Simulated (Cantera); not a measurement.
Input: 1 mol TEOS, 0.21 mol NO, 34 mol N2, held at 2025 K and 230 Pa.

These are equilibrium values from Cantera (NASA tables, ideal gas, pure condensed phases), not measurements of a reactor. Candidate condensed phases: C, C6H6, C7H8, C8H18, H2O, Si, SiC, SiO2, Si2N2O, Si3N4; 151 gas species. The feed counts by its element totals alone. The tables' values for SiN are old estimates; treat these amounts as uncertain. Equilibrium is a limit: real reactors are often held back by kinetics, nucleation or transport.

Base state: N2 0.695, H2 0.193, CO 0.0854, H 0.0176, HCN 0.00595, Si 0.00152, SiO 0.000842, HNC 0.000353 (mole fractions); condensed: C(graphite) + SiC(s).

### Question
What changes in the equilibrium state with this change: TEOS replaced by HMDSO?

### Answer
```
species             before     after
----------------  --------  --------
N2                   0.695     0.758
H2                   0.193     0.189
CO                  0.0854    0.0268
H                   0.0176    0.0174
Si                 0.00152   0.00152
SiO               0.000842  0.000264
CN                 1.36e-5   1.42e-5
C(graphite), mol      2.62      2.57
SiC(s), mol          0.875      1.91
```

### Question
What changes in the equilibrium state with this change: temperature from 2025 K to 1748 K?

### Answer
```csv
species,before,after
N2,0.695,0.704
H2,0.193,0.205
CO,0.0854,0.0866
H,0.0176,0.00216
SiO,0.000842,0.000412
SiC2,7.06e-5,1.27e-7
Si2C,4.63e-5,9.52e-8
Si,0.00152,1.19e-5
SiN,1.49e-5,2.49e-7
"C(graphite), mol",2.62,2.74
"SiC(s), mol",0.875,0.979
```

### Question
What changes in the equilibrium state with this change: temperature from 2025 K to 973 K?

### Answer
```tsv
species	before	after
N2	0.695	0.736
H2	0.193	0.216
CO	0.0854	0.0477
H	0.0176	1.05e-8
Si	0.00152	<1e-9
SiO	0.000842	<1e-9
HNC	0.000353	1.60e-9
C2H2 (acetylene)	0.000174	<1e-9
SiC2	7.06e-5	<1e-9
C(graphite), mol	2.62	5.79
SiC(s), mol	0.875	0
SiO2(β-quartz), mol	0	1.00
```
